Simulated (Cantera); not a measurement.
Input: 1 mol Si3N4, 1.1 mol H2, 31 mol N2, 2.4 mol Cl2, equilibrated at 1250 K and 203 Torr.

Cantera equilibrium calculation (NASA polynomials, part measured and part estimated; ideal gas, pure solids and liquids). The tables' values for SiCl3 are old estimates; treat these amounts as uncertain. Kinetics and transport are ignored.

```tsv
species	before	after
N2	0.920	0.373
HCl	0.0526	0.324
SiCl4	0.0214	0.199
H2	0.00579	0.0975
SiHCl3	8.40e-5	0.00213
SiCl3	0.000479	0.00296
SiCl2	7.65e-5	0.000315
Si3N4(s), mol	0.748	0.712
```
Gas species are given as mole fractions.

Question: Name the change that produced these shifts.
A) N2 from 31 to 1 mol
B) pressure from 203 Torr to 7.50 Torr
C) H2 from 1.1 to 8.8 mol
D) H2 from 1.1 to 7.7 mol

Answer: A, N2 from 31 to 1 mol
